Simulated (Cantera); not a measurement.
An adiabatic, constant-pressure homogeneous reactor starts with CH₄ : C₂H₆ : O₂ : N₂ : H₂O = 1 : 0.041 : 2.49 : 11.2 : 1.9 (molar parts), equivalence ratio 0.86, at 1123 K and 7500 Torr.

Computed with Cantera and GRI-Mech 3.0 (53 species, 325 reactions).

Predict: time of steepest temperature rise; temperature at 0.400 s; equilibrium temperature; x(O₂) at 0.400 s; x(H) at 0.400 s.


```
Property                                                               Value
---------------------------------  -----------------------------------------
time of steepest temperature rise                                    5.64 ms
temperature at 0.400 s                                                2351 K
equilibrium temperature                                               2351 K
x(O₂) at 0.400 s                       0.0191 (gas-phase equilibrium 0.0191)
x(H) at 0.400 s                    0.000155 (gas-phase equilibrium 0.000155)
```
